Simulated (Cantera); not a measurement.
**TiCl₄ + H₂O + H₂ (titanium nitride, carbide and oxide coatings)**

A closed system holds: 1 mol TiCl₄, 0.5 mol H₂O, 140 mol H₂, held at 1175 °C and 55.0 mbar.

Cantera equilibrium calculation (NASA polynomials, part measured and part estimated; ideal gas, pure solids and liquids). Candidate condensed phases: H₂O, Ti, TiCl₂, TiCl₃, TiCl₄, TiO, TiO₂, Ti₂O₃, Ti₃O₅, Ti₄O₇; 23 gas species. The tables' values for TiCl₂ are old estimates; treat these amounts as uncertain. TiO: taken at fixed stoichiometry. Equilibrium is a limit: real reactors are often held back by kinetics, nucleation or transport.

The x(H₂) comes out as 0.979. The x(HCl) is 0.0178, the x(TiCl₃) is 0.00319 and the x(TiCl₂) is 0.000264. The x(TiCl₄) comes out as 6.01e-5. The x(H) is 3.89e-5, the n(TiO(s)) is 0.500 mol and the gas amount is 142.3 mol. The log10 activity of Ti₂O₃(s) (absent) is -1.01, the log10 activity of Ti(β) (absent) comes out as -2.26 and the log10 activity of Ti₃O₅(s) (absent) is -2.87.
